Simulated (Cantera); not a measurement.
Carbothermic reduction: Cu2O + CH4 + CO

Input: 1 mol Cu2O, 1.3 mol CH4, 0.14 mol CO, at 0.690 Torr.

Cantera equilibrium calculation (NASA polynomials, part measured and part estimated; ideal gas, pure solids and liquids). Candidate condensed phases: C, C6H6, C7H8, C8H18, Cu, CuO, Cu(OH)2, Cu2O, H2O; 113 gas species. Equilibrium is a limit: real reactors are often held back by kinetics, nucleation or transport.

```csv
T (K),log p H2,log p Cu,log p CO,log p H,log p C2H2 (acetylene),log p Cu2,log p C2H,log p CH4,n C(graphite),n Cu(s),n Cu(l)
1300,-3.19,-6.80,-3.55,-7.55,-9.43,-10.89,<-15,-8.49,0.300,2.00,0
1400,-3.19,-5.87,-3.55,-6.91,-8.79,-9.58,<-15,-8.75,0.300,0,1.99
1500,-3.20,-5.08,-3.56,-6.35,-8.24,-8.49,-14.12,-8.99,0.300,0,1.97
1600,-3.21,-4.40,-3.57,-5.87,-7.77,-7.55,-12.91,-9.22,0.300,0,1.83
1700,-3.28,-3.80,-3.64,-5.47,-7.41,-6.72,-11.86,-9.52,0.300,0,1.22
1800,-3.39,-3.50,-3.74,-5.14,-7.14,-6.44,-10.95,-9.89,0.299,0,0
1900,-3.39,-3.50,-3.74,-4.80,-6.81,-6.75,-10.10,-10.04,0.298,0,0
2000,-3.41,-3.50,-3.75,-4.49,-6.52,-7.02,-9.33,-10.18,0.296,0,0
2100,-3.43,-3.51,-3.75,-4.22,-6.27,-7.28,-8.65,-10.34,0.293,0,0
2200,-3.47,-3.52,-3.76,-3.98,-6.06,-7.52,-8.04,-10.52,0.288,0,0
```
log p: log10 of the partial pressure in bar; n: condensed amount in mol.

At 1300 K the condensed part is C(graphite) + Cu(s). From 1400 K to 1700 K the condensed part is C(graphite) + Cu(l). From 1800 K to 2200 K the condensed part is C(graphite). The main Cu-bearing gas is Cu throughout.
